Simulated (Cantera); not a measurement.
Adiabatic ignition

An adiabatic, constant-pressure homogeneous reactor starts with CH4 : C2H6 : C3H8 : O2 : N2 : CO2 = 1 : 0.16 : 0.13 : 2.92 : 11 : 0.18 (molar parts), at 1023 K and 12.8 atm.

Cantera simulation using GRI-Mech 3.0 (53 species, 325 reactions); the numbers are that mechanism's predictions, not measurements. The pressure lies above the range GRI-Mech 3.0 was tuned for (to about 10 atm).

| t (s) | T (K) | x CH4 | x C2H6 | x C3H8 | x C2H4 | x CH3 | x NO | x H |
|---|---|---|---|---|---|---|---|---|
| 8.00e-6 | 1023 | 0.0650 | 0.0104 | 0.00845 | 2.03e-9 | 3.43e-9 | <1e-12 | <1e-12 |
| 2.01e-5 | 1023 | 0.0650 | 0.0104 | 0.00845 | 6.06e-9 | 8.27e-9 | <1e-12 | <1e-12 |
| 5.04e-5 | 1023 | 0.0650 | 0.0104 | 0.00845 | 2.02e-8 | 1.86e-8 | <1e-12 | <1e-12 |
| 0.000127 | 1023 | 0.0650 | 0.0104 | 0.00845 | 7.69e-8 | 3.74e-8 | <1e-12 | <1e-12 |
| 0.000318 | 1023 | 0.0650 | 0.0104 | 0.00845 | 3.33e-7 | 7.36e-8 | <1e-12 | 2.76e-12 |
| 0.000798 | 1023 | 0.0650 | 0.0104 | 0.00845 | 1.94e-6 | 2.00e-7 | <1e-12 | 1.92e-11 |
| 0.00200 | 1023 | 0.0650 | 0.0104 | 0.00844 | 2.29e-5 | 8.76e-7 | <1e-12 | 3.73e-10 |
| 0.00503 | 1026 | 0.0647 | 0.0101 | 0.00821 | 0.000504 | 3.31e-6 | <1e-12 | 6.16e-9 |
| 0.0126 | 2674 | <1e-12 | <1e-12 | <1e-12 | <1e-12 | <1e-12 | 0.00339 | 0.00155 |
| 0.0317 | 2674 | <1e-12 | <1e-12 | <1e-12 | <1e-12 | <1e-12 | 0.00339 | 0.00155 |
| 0.0797 | 2674 | <1e-12 | <1e-12 | <1e-12 | <1e-12 | <1e-12 | 0.00339 | 0.00155 |
| 0.200 | 2674 | <1e-12 | <1e-12 | <1e-12 | <1e-12 | <1e-12 | 0.00339 | 0.00155 |
x: mole fraction; the columns are a selection and need not sum to one.

```
Item                                                               Value
---------------------------------  -------------------------------------
time of steepest temperature rise                                8.52 ms
temperature at 0.200 s                                            2674 K
equilibrium temperature                                           2674 K
x(CH4) at 0.200 s                  <1e-12 (gas-phase equilibrium <1e-12)
x(C2H6) at 0.200 s                 <1e-12 (gas-phase equilibrium <1e-12)
x(C3H8) at 0.200 s                 <1e-12 (gas-phase equilibrium <1e-12)
```
